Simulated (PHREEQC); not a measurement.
NaCl is added in steps, without added water, to 1 kg of water holding 3.9 mmol/kgw AgF, at 25 °C. Oxygen is held at 0.21 atm. CO2 from the air is kept out. Only these solids could form: Cerargyrite, Ag2O, Halite.

Base run: PHREEQC, ion-association model, wateq4f.dat. Each further column changes one thing. The table gives pH.

```tsv
NaCl added (mol)	base	temperature from 25 to 90 °C	AgF from 0.0039 to 0.00039 mol/kgw	4.6e-05 mol/kgw K2SO4 added	no solid may form
0	7.33	6.86	7.09	7.33	7.33
0.00039	7.34	6.86	7.10	7.34	7.33
0.00078	7.34	6.86	7.09	7.34	7.34
0.00117	7.35	6.86	7.09	7.35	7.34
0.00156	7.35	6.86	7.09	7.35	7.35
0.00195	7.36	6.86	7.09	7.36	7.35
0.00234	7.37	6.86	7.09	7.37	7.36
0.00273	7.37	6.86	7.09	7.37	7.36
0.00312	7.38	6.86	7.09	7.38	7.36
0.00351	7.39	6.86	7.09	7.39	7.36
0.0039	7.39	6.86	7.09	7.39	7.37
```

 At this temperature some constants are extrapolated from 25 °C, and those without enthalpy data are left unchanged. In at least one series the solution becomes supersaturated in solids that the run did not let form, among them Cerargyrite. Solids allowed in the column '4.6e-05 mol/kgw K2SO4 added': Cerargyrite, Ag2O, Ag2SO4, Halite, Mirabilite.
